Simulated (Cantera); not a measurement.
**SiO₂ + Cl₂ + N₂ (oxide etching and cleaning by halides)**

Input: 1 mol SiO₂, 3 mol Cl₂, 30 mol N₂, held at 340 Pa.

Method: chemical equilibrium by Gibbs-energy minimisation in Cantera with the NASA 1993 tables (ideal gas, pure condensed phases). Candidate condensed phases: Si, SiO₂, Si₂N₂O, Si₃N₄; 23 gas species. The tables hold silica as quartz up to 1696 K and as liquid above; real silica turns to tridymite and cristobalite and melts near 1996 K. Equilibrium is a limit: real reactors are often held back by kinetics, nucleation or transport.

From 1000 K to 1600 K the condensed part is SiO₂(β-quartz). The main Si-bearing gas is SiCl₄ throughout.

```json
[
 {"T (K)": "1000", "x N₂": "0.908", "x Cl": "0.00200", "x Cl₂": "0.0898", "x SiCl₄": "5.74e-7", "x O₂": "5.44e-7", "x NO": "5.40e-8", "x O": "1.99e-12", "n SiO₂(β-quartz)": "1.000"},
 {"T (K)": "1050", "x N₂": "0.907", "x Cl": "0.00405", "x Cl₂": "0.0887", "x SiCl₄": "1.15e-6", "x O₂": "1.08e-6", "x NO": "1.28e-7", "x O": "1.19e-11", "n SiO₂(β-quartz)": "1.000"},
 {"T (K)": "1100", "x N₂": "0.906", "x Cl": "0.00765", "x Cl₂": "0.0867", "x SiCl₄": "2.14e-6", "x O₂": "1.99e-6", "x NO": "2.80e-7", "x O": "6.04e-11", "n SiO₂(β-quartz)": "1.000"},
 {"T (K)": "1150", "x N₂": "0.903", "x Cl": "0.0136", "x Cl₂": "0.0835", "x SiCl₄": "3.72e-6", "x O₂": "3.41e-6", "x NO": "5.66e-7", "x O": "2.63e-10", "n SiO₂(β-quartz)": "1.000"},
 {"T (K)": "1200", "x N₂": "0.899", "x Cl": "0.0227", "x Cl₂": "0.0785", "x SiCl₄": "6.02e-6", "x O₂": "5.43e-6", "x NO": "1.06e-6", "x O": "1.00e-9", "n SiO₂(β-quartz)": "1.000"},
 {"T (K)": "1250", "x N₂": "0.893", "x Cl": "0.0358", "x Cl₂": "0.0714", "x SiCl₄": "9.02e-6", "x O₂": "7.99e-6", "x NO": "1.85e-6", "x O": "3.36e-9", "n SiO₂(β-quartz)": "1.000"},
 {"T (K)": "1300", "x N₂": "0.885", "x Cl": "0.0530", "x Cl₂": "0.0620", "x SiCl₄": "1.25e-5", "x O₂": "1.08e-5", "x NO": "3.01e-6", "x O": "9.97e-9", "n SiO₂(β-quartz)": "1.000"},
 {"T (K)": "1350", "x N₂": "0.876", "x Cl": "0.0736", "x Cl₂": "0.0507", "x SiCl₄": "1.57e-5", "x O₂": "1.32e-5", "x NO": "4.53e-6", "x O": "2.63e-8", "n SiO₂(β-quartz)": "0.999"},
 {"T (K)": "1400", "x N₂": "0.866", "x Cl": "0.0958", "x Cl₂": "0.0386", "x SiCl₄": "1.80e-5", "x O₂": "1.46e-5", "x NO": "6.32e-6", "x O": "6.19e-8", "n SiO₂(β-quartz)": "0.999"},
 {"T (K)": "1450", "x N₂": "0.856", "x Cl": "0.117", "x Cl₂": "0.0272", "x SiCl₄": "1.88e-5", "x O₂": "1.43e-5", "x NO": "8.18e-6", "x O": "1.30e-7", "n SiO₂(β-quartz)": "0.999"},
 {"T (K)": "1500", "x N₂": "0.848", "x Cl": "0.134", "x Cl₂": "0.0179", "x SiCl₄": "1.80e-5", "x O₂": "1.26e-5", "x NO": "9.85e-6", "x O": "2.47e-7", "n SiO₂(β-quartz)": "0.999"},
 {"T (K)": "1550", "x N₂": "0.843", "x Cl": "0.146", "x Cl₂": "0.0111", "x SiCl₄": "1.61e-5", "x O₂": "1.02e-5", "x NO": "1.12e-5", "x O": "4.29e-7", "n SiO₂(β-quartz)": "0.999"},
 {"T (K)": "1600", "x N₂": "0.839", "x Cl": "0.154", "x Cl₂": "0.00671", "x SiCl₄": "1.40e-5", "x O₂": "7.77e-6", "x NO": "1.21e-5", "x O": "6.93e-7", "n SiO₂(β-quartz)": "0.999"}
]
```
x: gas mole fraction; n: condensed amount in mol.
